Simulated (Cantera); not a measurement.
Carbothermic reduction: CuO + CH4 + N2

A closed system holds: 1 mol CuO, 1.4 mol CH4, 0.23 mol N2, at 1548 K.

Equilibrium computed with Cantera from the NASA thermochemical tables; the gas is ideal and each condensed phase is pure. Candidate condensed phases: C, C6H6, C7H8, C8H18, Cu, CuO, Cu(OH)2, Cu2O, H2O; 139 gas species. The numbers say what is thermodynamically allowed, not how fast it happens.

```csv
P (Pa),x H2,x CO,x Cu,x N2,n C(graphite),n Cu(l)
10,0.568,0.203,0.180,0.0466,0.399,0.114
36,0.659,0.236,0.0500,0.0540,0.399,0.788
130,0.684,0.245,0.0138,0.0561,0.399,0.943
460,0.692,0.247,0.00391,0.0567,0.399,0.984
1700,0.694,0.248,0.00106,0.0569,0.399,0.996
6000,0.694,0.248,0.000300,0.0569,0.399,0.999
22000,0.694,0.248,8.18e-5,0.0569,0.398,1.000
77000,0.694,0.248,2.34e-5,0.0570,0.396,1.000
280000,0.691,0.248,6.42e-6,0.0571,0.390,1.000
1000000,0.682,0.248,1.80e-6,0.0576,0.370,1.000
```
x: gas mole fraction; n: condensed amount in mol.

From 10.0 Pa to 10.0 bar the condensed part is C(graphite) + Cu(l). The main Cu-bearing gas is Cu throughout.
